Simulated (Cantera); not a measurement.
Input (Python, Cantera) and output of one run.

```python
import numpy as np
import cantera as ct

gas_names = """
    H HNO HNO2 HNO3 HO2 H2 H2O H2O2 N NH NH2 NH3 NH2OH NO NO2 NO3 N2 N2H2 N2H4 N2O O OH O2 O3 Si SiH
    SiH2 SiH3 SiH4 SiN SiO SiO2 Si2 Si2N Si3
""".split()
cond_names = """
    H2O(s) H2O(L) Si(cr) Si(L) SiO2(Lqz) SiO2(hqz) SiO2(L) Si2N2O(s) Si3N4(a)
""".split()


# ... load() reads the species with a 1 bar reference pressure and builds the phases ...
atoms = {
    'Si3N4': {'Si': 3, 'N': 4},
    'N2O': {'N': 2, 'O': 1},
    'H2': {'H': 2},
}
top_T = {'Si2N2O(s)': 2100, 'Si3N4(a)': 2400}  # K; cautious upper limits of use, not melting points


# ... equilibrate(T, P, feed) seeds the gas with the atoms and calls Mixture.equilibrate('TP', solver="vcs", rtol=1e-11, max_steps=5000) ...
results = []
feed = {'Si3N4': 1, 'N2O': 0.034, 'H2': 800}  # mol
P = 1333.22  # Pa
for T in [1500, 1550, 1600, 1650, 1700, 1750, 1800]:
    mix = equilibrate(T, P, feed)
    results.append((T, P, feed, dict(zip(mix.species_names, mix.species_moles))))

top = {s: max(r[3][s] / sum(r[3][g] for g in gas_names) for r in results) for s in gas_names}
cols = sorted((s for s in top if top[s] > 1e-05), key=lambda s: -top[s])[:7]
seen = [c for c in cond_names if any(r[3].get(c, 0) > 1e-12 for r in results)]
print("log10 of partial pressures in bar; condensed amounts in mol")
print(f"{'T/K':>10s}" + "".join(f"{s[:9]:>10s}" for s in cols + seen))
for T, P, feed, n in results:
    ng = sum(n[g] for g in gas_names)
    print(f"{T:10.4g}" + "".join(f"{np.log10(max(n[s] / ng * P / 1e5, 1e-99)):10.3f}" for s in cols)
          + "".join(f"{n.get(c, 0):10.4g}" for c in seen))
```

Result:

```
log10 of partial pressures in bar; condensed amounts in mol
       T/K        H2         H        N2        Si       SiO       SiH      SiH2    Si(cr)     Si(L)
      1500    -1.876    -5.693    -4.471    -7.978    -6.248    -8.410    -7.701     2.964         0
      1550    -1.876    -5.440    -4.471    -7.479    -6.248    -7.997    -7.430     2.961         0
      1600    -1.876    -5.203    -4.471    -7.011    -6.248    -7.611    -7.177     2.954         0
      1650    -1.877    -4.980    -4.471    -6.572    -6.248    -7.249    -6.939     2.939         0
      1700    -1.877    -4.770    -4.471    -6.168    -6.248    -6.917    -6.725         0     2.905
      1750    -1.877    -4.572    -4.472    -5.824    -6.248    -6.641    -6.558         0     2.843
      1800    -1.878    -4.385    -4.472    -5.498    -6.249    -6.380    -6.402         0      2.72
```

Equilibrium computed with Cantera from the NASA thermochemical tables; the gas is ideal and each condensed phase is pure. Gases not in the tables: Si2H6 and higher silanes.
